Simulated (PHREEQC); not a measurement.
Solution (40 °C): 0.069 mol NiCl2, 0.0052 mol NaOH and 0.0045 mol HCl per kg of water. Closed to the air; pH follows from the charge balance.

Model: ion-association model, wateq4f.dat, run in PHREEQC.

No solid was allowed to form.

Order these Cl species by the share of Cl that they hold, largest first: Cl-, NiCl+, NiCl2.

Cl- (94 %), NiCl+ (4.1 %), NiCl2 (2.0 %)

Order these Ni species by the share of Ni that they hold, largest first: NiCl2, NiCl+, NiOH+, Ni+2.

Ni+2 (88 %), NiCl+ (8.6 %), NiCl2 (2.1 %), NiOH+ (0.98 %)

The pH is 7.86 and the ionic strength 0.195 mol/kgw. In wateq4f.dat the enthalpy of Ni(OH)2 has the wrong sign, so its saturation index can't be trusted away from 25 °C. At this temperature some constants are extrapolated from 25 °C, and those without enthalpy data are left unchanged.
